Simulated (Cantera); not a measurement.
A Cantera script and what it prints.

```python
import numpy as np
import cantera as ct

gas_names = """
    Cu CuF CuF2 Cu2 F F2 H HF H2 H2F2 H3F3 H4F4 H5F5 H6F6 H7F7 N NF NF2 NF3 NH NH2 NH3 N2 N2H2 N2H4
""".split()
cond_names = """
    Cu(cr) Cu(L) CuF2(s) CuF2(L)
""".split()


def load(file, names, dense=False):
    # The tables refer to 1 bar. Condensed volumes are neglected.
    table = {s.name: s for s in ct.Species.list_from_file(file)}
    out = []
    for n in names:
        d = dict(table[n].input_data)
        d["thermo"] = dict(d["thermo"], **{"reference-pressure": 1e5})
        if dense:
            d["equation-of-state"] = {"model": "constant-volume", "density": "1e6 g/cm^3"}
        out.append(ct.Species.from_dict(d))
    return out


gas = ct.Solution(thermo="ideal-gas", species=load("nasa_gas.yaml", gas_names))
cond = {s.name: ct.Solution(thermo="fixed-stoichiometry", species=[s], name=s.name)
        for s in load("nasa_condensed.yaml", cond_names, dense=True)}
atoms = {
    'Cu': {'Cu': 1},
    'HF': {'H': 1, 'F': 1},
    'N2': {'N': 2},
}
top_T = {}  # K; cautious upper limits of use, not melting points


def equilibrate(T, P, feed):
    n = {}
    for name, mol in feed.items():
        for a, k in atoms[name].items():
            n[a] = n.get(a, 0.0) + k * mol
    gas.TPX = T, P, n
    mass = sum(n.values()) * gas.mean_molecular_weight
    gas.equilibrate("TP")
    valid = [c for c in cond.values() if c.min_temp <= T <= top_T.get(c.name, c.max_temp)]
    mix = ct.Mixture([(gas, mass / gas.mean_molecular_weight)] + [(c, 0.0) for c in valid])
    mix.T, mix.P = T, P
    mix.equilibrate("TP", solver="vcs", rtol=1e-11, max_steps=5000)
    return mix


results = []
feed = {'Cu': 1, 'HF': 1.2, 'N2': 34}  # mol
P = 54  # Pa
for T in [773, 848, 923, 998, 1073, 1148, 1223, 1298, 1373, 1448, 1523]:
    mix = equilibrate(T, P, feed)
    results.append((T, P, feed, dict(zip(mix.species_names, mix.species_moles))))
    x = sorted(zip(gas.X, gas.species_names), reverse=True)
    print(f"T = {T:g} K  P = {P:g} Pa  gas = {mix.phase_moles(0):.4g} mol")
    print("   x: " + "  ".join(f"{s} {v:.3e}" for v, s in x if v > 1e-06))
    print("   condensed (mol): " + ("  ".join(f"{mix.phase(i).name} {mix.phase_moles(i):.4g}"
          for i in range(1, mix.n_phases) if mix.phase_moles(i) > 1e-12) or "none"))
```

Output:

```
T = 773 K  P = 54 Pa  gas = 35.2 mol
   x: N2 9.659e-01  HF 3.409e-02
   condensed (mol): Cu(cr) 1
T = 848 K  P = 54 Pa  gas = 35.2 mol
   x: N2 9.659e-01  HF 3.409e-02
   condensed (mol): Cu(cr) 1
T = 923 K  P = 54 Pa  gas = 35.2 mol
   x: N2 9.659e-01  HF 3.409e-02
   condensed (mol): Cu(cr) 1
T = 998 K  P = 54 Pa  gas = 35.2 mol
   x: N2 9.659e-01  HF 3.409e-02  CuF 1.015e-06
   condensed (mol): Cu(cr) 1
T = 1073 K  P = 54 Pa  gas = 35.2 mol
   x: N2 9.659e-01  HF 3.409e-02  CuF 4.275e-06  H2 2.137e-06
   condensed (mol): Cu(cr) 0.9998
T = 1148 K  P = 54 Pa  gas = 35.2 mol
   x: N2 9.659e-01  HF 3.408e-02  CuF 1.489e-05  H2 7.441e-06  Cu 5.039e-06
   condensed (mol): Cu(cr) 0.9993
T = 1223 K  P = 54 Pa  gas = 35.2 mol
   x: N2 9.658e-01  HF 3.404e-02  CuF 4.437e-05  Cu 4.248e-05  H2 2.216e-05
   condensed (mol): Cu(cr) 0.9969
T = 1298 K  P = 54 Pa  gas = 35.21 mol
   x: N2 9.656e-01  HF 3.396e-02  Cu 2.787e-04  CuF 1.162e-04  H2 5.792e-05
   condensed (mol): Cu(cr) 0.9861
T = 1373 K  P = 54 Pa  gas = 35.26 mol
   x: N2 9.644e-01  HF 3.377e-02  Cu 1.464e-03  CuF 2.703e-04  H2 1.343e-04  H 1.661e-06
   condensed (mol): Cu(L) 0.9389
T = 1448 K  P = 54 Pa  gas = 35.43 mol
   x: N2 9.597e-01  HF 3.332e-02  Cu 6.142e-03  CuF 5.542e-04  H2 2.738e-04  H 6.564e-06  Cu2 1.697e-06
   condensed (mol): Cu(L) 0.7626
T = 1523 K  P = 54 Pa  gas = 36.02 mol
   x: N2 9.438e-01  HF 3.227e-02  Cu 2.230e-02  CuF 1.044e-03  H2 5.108e-04  H 2.248e-05  Cu2 1.011e-05
   condensed (mol): Cu(L) 0.1584
```

These are equilibrium values from Cantera (NASA tables, ideal gas, pure condensed phases), not measurements of a reactor.
